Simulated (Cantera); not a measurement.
Input (Python, Cantera) and output of one run.

```python
import numpy as np
import cantera as ct

gas_names = """
    H HNO HNO2 HNO3 HO2 H2 H2O H2O2 N NH NH2 NH3 NH2OH NO NO2 NO3 N2 N2H2 N2H4 N2O O OH O2 O3 Si SiH
    SiH2 SiH3 SiH4 SiN SiO SiO2 Si2 Si2N Si3
""".split()
cond_names = """
    H2O(s) H2O(L) Si(cr) Si(L) SiO2(Lqz) SiO2(hqz) SiO2(L) Si2N2O(s) Si3N4(a)
""".split()


# ... load() reads the species with a 1 bar reference pressure and builds the phases ...
atoms = {
    'SiH4': {'Si': 1, 'H': 4},
    'NO': {'N': 1, 'O': 1},
    'N2': {'N': 2},
}
top_T = {'Si2N2O(s)': 2100, 'Si3N4(a)': 2400}  # K; cautious upper limits of use, not melting points


# ... equilibrate(T, P, feed) seeds the gas with the atoms and calls Mixture.equilibrate('TP', solver="vcs", rtol=1e-11, max_steps=5000) ...
results = []
feed = {'SiH4': 1, 'NO': 1.4, 'N2': 120}  # mol
T = 1123.15  # K
P = 100000  # Pa
mix = equilibrate(T, P, feed)
results.append((T, P, feed, dict(zip(mix.species_names, mix.species_moles))))
print(gas.report(threshold=0.001))
for i in range(1, mix.n_phases):
    print(f"{mix.phase(i).name:16s} {mix.phase_moles(i):12.5e} mol")
```

Result:

```
       temperature   1123.2 K
          pressure   1e+05 Pa
           density   0.29544 kg/m^3
  mean mol. weight   27.59 kg/kmol
   phase of matter   gas

                          1 kg             1 kmol
                     ---------------   ---------------
          enthalpy        9.2458e+05        2.5509e+07  J
   internal energy        5.8611e+05         1.617e+07  J
           entropy            8397.5        2.3168e+05  J/K
    Gibbs function       -8.5071e+06       -2.3471e+08  J
 heat capacity c_p            1205.2             33250  J/K
 heat capacity c_v            903.81             24936  J/K

                      mass frac. Y      mole frac. X     chem. pot. / RT
                     ---------------   ---------------   ---------------
                H2         0.0011926          0.016321           -21.917
                N2            0.9988           0.98367           -25.187
     [  +33 minor]        3.1048e-06        4.7917e-06

Si(cr)            0.00000e+00 mol
SiO2(hqz)         5.99656e-01 mol
Si2N2O(s)         2.00172e-01 mol
Si3N4(a)          0.00000e+00 mol
```

These are equilibrium values from Cantera (NASA tables, ideal gas, pure condensed phases), not measurements of a reactor. Mutual solubility and eutectic melting of coexisting phases are not modelled.
